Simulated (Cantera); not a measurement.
Feed: 1 mol Si2Cl6, 0.035 mol HCl, 59 mol H2, equilibrated at 22000 Pa.

Equilibrium computed with Cantera from the NASA thermochemical tables; the gas is ideal and each condensed phase is pure. Candidate condensed phases: Si; 19 gas species. The feed counts by its element totals alone. The tables' values for SiCl3 are old estimates; treat these amounts as uncertain. Kinetics and transport are ignored. All values below are at 1075 °C.

Base state: H2 0.927, HCl 0.0571, SiCl2 0.00987, SiCl4 0.00212, SiCl3 0.00204, SiHCl3 0.00195, SiH2Cl2 0.000262 (mole fractions); condensed: Si(s).

What changes in the equilibrium state with this change: pressure from 22000 Pa to 10000 Pa?


| species | before | after |
|---|---|---|
| H2 | 0.927 | 0.923 |
| HCl | 0.0571 | 0.0611 |
| SiCl2 | 0.00987 | 0.0114 |
| SiH2Cl2 | 0.000262 | 0.000137 |
| SiHCl3 | 0.00195 | 0.00109 |
| Si(s), mol | 0.997 | 1.04 |
